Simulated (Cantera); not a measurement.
A perfectly stirred reactor is fed with NH3 : N2 = 1 : 0.78 (molar parts), at 0.0133 bar; it is held at 1950 K, and followed from long to short residence time.

Detailed kinetics in Cantera: the gas-phase N/H chemistry of the illustrative SiF4/NH3 mechanism in the Surface Chemkin manual (1991). Walls and surfaces, which speed up NH3 decomposition in real reactors, are not modelled.

Task: Predict: x(NH3) at τ = 22.0 s; x(N2H2) at τ = 22.0 s; x(NH2) at τ = 22.0 s; x(H) at τ = 22.0 s; x(NH3) at τ = 48.0 ms; x(N2H2) at τ = 48.0 ms; x(N2H4) at τ = 48.0 ms; x(NH2) at τ = 48.0 ms; x(H) at τ = 48.0 ms.

Result: 
* **x(NH3) at τ = 22.0 s**: 0.0475
* **x(N2H2) at τ = 22.0 s**: 2.84e-7
* **x(NH2) at τ = 22.0 s**: 0.000168
* **x(H) at τ = 22.0 s**: 0.000612
* **x(NH3) at τ = 48.0 ms**: 0.546
* **x(N2H2) at τ = 48.0 ms**: 6.07e-6
* **x(N2H4) at τ = 48.0 ms**: 1.12e-8
* **x(NH2) at τ = 48.0 ms**: 0.00109
* **x(H) at τ = 48.0 ms**: 1.16e-5
